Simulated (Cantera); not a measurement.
Input (Python, Cantera) and output of one run.

```python
import numpy as np
import cantera as ct

gas_names = """
    AL ALH ALI ALI3 ALN AL2 AL2I6 H HI H2 I I2 N NH NH2 NH3 N2 N2H2 N2H4
""".split()
cond_names = """
    AL(cr) AL(L) ALI3(s) ALI3(L) ALN(s) I2(cr) I2(L)
""".split()


# ... load() reads the species with a 1 bar reference pressure and builds the phases ...
atoms = {
    'AlI3': {'AL': 1, 'I': 3},
    'N2': {'N': 2},
    'H2': {'H': 2},
}
top_T = {'ALN(s)': 2750}  # K; cautious upper limits of use, not melting points


# ... equilibrate(T, P, feed) seeds the gas with the atoms and calls Mixture.equilibrate('TP', solver="vcs", rtol=1e-11, max_steps=5000) ...
results = []
feed = {'AlI3': 1, 'N2': 0.63, 'H2': 200}  # mol
P = 1000  # Pa
for T in [1073, 1148, 1223, 1298, 1373, 1448, 1523, 1598, 1673, 1748]:
    mix = equilibrate(T, P, feed)
    results.append((T, P, feed, dict(zip(mix.species_names, mix.species_moles))))

top = {s: max(r[3][s] / sum(r[3][g] for g in gas_names) for r in results) for s in gas_names}
cols = sorted((s for s in top if top[s] > 0.001), key=lambda s: -top[s])[:9]
seen = [c for c in cond_names if any(r[3].get(c, 0) > 1e-12 for r in results)]
print("log10 of partial pressures in bar; condensed amounts in mol")
print(f"{'T/K':>10s}" + "".join(f"{s[:9]:>10s}" for s in cols + seen))
for T, P, feed, n in results:
    ng = sum(n[g] for g in gas_names)
    print(f"{T:10.4g}" + "".join(f"{np.log10(max(n[s] / ng * P / 1e5, 1e-99)):10.3f}" for s in cols)
          + "".join(f"{n.get(c, 0):10.4g}" for c in seen))
```

Result:

```
log10 of partial pressures in bar; condensed amounts in mol
       T/K        H2        HI         I       ALI        N2         H    ALN(s)
      1073    -2.007    -3.911    -4.597    -8.376    -5.185    -8.857    0.9962
      1148    -2.007    -3.971    -4.389    -7.311    -5.184    -8.148    0.9954
      1223    -2.007    -4.050    -4.234    -6.412    -5.175    -7.525    0.9894
      1298    -2.007    -4.150    -4.125    -5.669    -5.123    -6.973    0.9549
      1373    -2.007    -4.273    -4.063    -5.093    -4.980    -6.481    0.8357
      1448    -2.007    -4.428    -4.051    -4.667    -4.765    -6.039    0.5627
      1523    -2.008    -4.626    -4.098    -4.355    -4.546    -5.640    0.1022
      1598    -2.008    -4.757    -4.092    -4.310    -4.509    -5.278         0
      1673    -2.008    -4.861    -4.071    -4.312    -4.509    -4.948         0
      1748    -2.009    -4.958    -4.054    -4.320    -4.510    -4.646         0
```

These are equilibrium values from Cantera (NASA tables, ideal gas, pure condensed phases), not measurements of a reactor.
